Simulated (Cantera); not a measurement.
Cantera run:

```python
import numpy as np
import cantera as ct

gas_names = [...]  # 115 gases of nasa_gas.yaml made of C, Ca, H, O
cond_names = """
    C(gr) C6H6(L) C7H8(L) C8H18(L),n-octa Ca(a) Ca(b) Ca(L) CaCO3(caL) CaO(s) CaO(L) CaO2H2(s) H2O(s)
    H2O(L)
""".split()


# ... load() reads the species with a 1 bar reference pressure and builds the phases ...
atoms = {
    'Ca(OH)2': {'Ca': 1, 'O': 2, 'H': 2},
    'CO2': {'C': 1, 'O': 2},
    'H2': {'H': 2},
}
top_T = {'C(gr)': 4500}  # K; cautious upper limits of use, not melting points


# ... equilibrate(T, P, feed) seeds the gas with the atoms and calls Mixture.equilibrate('TP', solver="vcs", rtol=1e-11, max_steps=5000) ...
results = []
feed = {'Ca(OH)2': 1, 'CO2': 0.12, 'H2': 1.2}  # mol
P = 150  # Pa
for T in [950, 1050, 1150, 1250, 1350, 1450, 1550, 1650, 1750, 1850, 1950, 2050, 2150]:
    mix = equilibrate(T, P, feed)
    results.append((T, P, feed, dict(zip(mix.species_names, mix.species_moles))))
    x = sorted(zip(gas.X, gas.species_names), reverse=True)
    print(f"T = {T:g} K  P = {P:g} Pa  gas = {mix.phase_moles(0):.4g} mol")
    print("   x: " + "  ".join(f"{s} {v:.3e}" for v, s in x if v > 1e-05))
    print("   condensed (mol): " + ("  ".join(f"{mix.phase(i).name} {mix.phase_moles(i):.4g}"
          for i in range(1, mix.n_phases) if mix.phase_moles(i) > 1e-12) or "none"))
```

Output:

```
T = 950 K  P = 150 Pa  gas = 2.32 mol
   x: H2 4.975e-01  H2O 4.508e-01  CO2 3.201e-02  CO 1.972e-02
   condensed (mol): CaO(s) 1
T = 1050 K  P = 150 Pa  gas = 2.32 mol
   x: H2 4.925e-01  H2O 4.558e-01  CO2 2.698e-02  CO 2.475e-02
   condensed (mol): CaO(s) 1
T = 1150 K  P = 150 Pa  gas = 2.32 mol
   x: H2 4.884e-01  H2O 4.599e-01  CO 2.886e-02  CO2 2.286e-02
   condensed (mol): CaO(s) 1
T = 1250 K  P = 150 Pa  gas = 2.32 mol
   x: H2 4.851e-01  H2O 4.632e-01  CO 3.212e-02  CO2 1.960e-02
   condensed (mol): CaO(s) 1
T = 1350 K  P = 150 Pa  gas = 2.32 mol
   x: H2 4.825e-01  H2O 4.657e-01  CO 3.469e-02  CO2 1.704e-02  H 4.274e-05
   condensed (mol): CaO(s) 1
T = 1450 K  P = 150 Pa  gas = 2.32 mol
   x: H2 4.804e-01  H2O 4.677e-01  CO 3.670e-02  CO2 1.502e-02  H 1.693e-04
   condensed (mol): CaO(s) 1
T = 1550 K  P = 150 Pa  gas = 2.321 mol
   x: H2 4.785e-01  H2O 4.692e-01  CO 3.829e-02  CO2 1.342e-02  H 5.625e-04  OH 1.854e-05
   condensed (mol): CaO(s) 1
T = 1650 K  P = 150 Pa  gas = 2.322 mol
   x: H2 4.765e-01  H2O 4.701e-01  CO 3.954e-02  CO2 1.214e-02  H 1.619e-03  OH 7.218e-05
   condensed (mol): CaO(s) 1
T = 1750 K  P = 150 Pa  gas = 2.325 mol
   x: H2 4.737e-01  H2O 4.703e-01  CO 4.050e-02  CO2 1.111e-02  H 4.133e-03  OH 2.406e-04
   condensed (mol): CaO(s) 1
T = 1850 K  P = 150 Pa  gas = 2.332 mol
   x: H2O 4.693e-01  H2 4.690e-01  CO 4.120e-02  CO2 1.026e-02  H 9.526e-03  OH 7.042e-04  CaO2H2 1.351e-05  O 1.090e-05
   condensed (mol): CaO(s) 0.9999
T = 1950 K  P = 150 Pa  gas = 2.346 mol
   x: H2O 4.659e-01  H2 4.608e-01  CO 4.159e-02  H 2.009e-02  CO2 9.559e-03  OH 1.845e-03  O 5.957e-05  CaOH 3.733e-05  Ca 3.225e-05  CaO2H2 3.188e-05  O2 2.613e-05
   condensed (mol): CaO(s) 0.9998
T = 2050 K  P = 150 Pa  gas = 2.373 mol
   x: H2O 4.582e-01  H2 4.470e-01  CO 4.161e-02  H 3.916e-02  CO2 8.953e-03  OH 4.387e-03  O 2.774e-04  Ca 1.591e-04  CaOH 1.285e-04  O2 1.219e-04  CaO2H2 6.831e-05
   condensed (mol): CaO(s) 0.9992
T = 2150 K  P = 150 Pa  gas = 2.424 mol
   x: H2O 4.426e-01  H2 4.246e-01  H 7.095e-02  CO 4.113e-02  OH 9.553e-03  CO2 8.385e-03  O 1.125e-03  Ca 6.700e-04  O2 4.974e-04  CaOH 3.876e-04  CaO2H2 1.333e-04
   condensed (mol): CaO(s) 0.9971
```

Method: chemical equilibrium by Gibbs-energy minimisation in Cantera with the NASA 1993 tables (ideal gas, pure condensed phases).
